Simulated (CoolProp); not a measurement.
n-perfluorobutane along the isotherm 176.85 °C: density (kg/m³) from the reference equation and from simpler models built on Tc = 113.2 °C, pc = 23.22 bar, ω = 0.372; each cubic takes its own stable root.

The numbers come from the reference Helmholtz-energy equation of state, Gao 2022 in CoolProp.

| p (bar) | phase | reference | ideal gas | van der Waals | Soave-Redlich-Kwong | Peng-Robinson |
|---|---|---|---|---|---|---|
| 0.11 | gas | 0.7004 | 0.6998 | 0.7005 | 0.7004 | 0.7005 |
| 0.209 | gas | 1.332 | 1.330 | 1.332 | 1.332 | 1.332 |
| 0.396 | gas | 2.527 | 2.519 | 2.528 | 2.528 | 2.529 |
| 0.751 | gas | 4.806 | 4.778 | 4.810 | 4.807 | 4.812 |
| 1.42 | gas | 9.137 | 9.034 | 9.149 | 9.141 | 9.159 |
| 2.7 | gas | 17.56 | 17.18 | 17.60 | 17.57 | 17.64 |
| 5.11 | gas | 33.92 | 32.51 | 34.09 | 33.95 | 34.20 |
| 9.69 | gas | 67.07 | 61.65 | … | … | 68.06 |
| 18.4 | gas | 139.5 | … | 143.8 | 139.0 | 142.8 |
| 34.8 | supercritical | … | … | 381.3 | 316.5 | 332.3 |

### Question
Fill in the missing entries.

### Answer

- 9.69, van der Waals: 67.81
- 9.69, Soave-Redlich-Kwong: 67.12
- 18.4, ideal gas: 117.1
- 34.8, reference: 325.8
- 34.8, ideal gas: 221.4
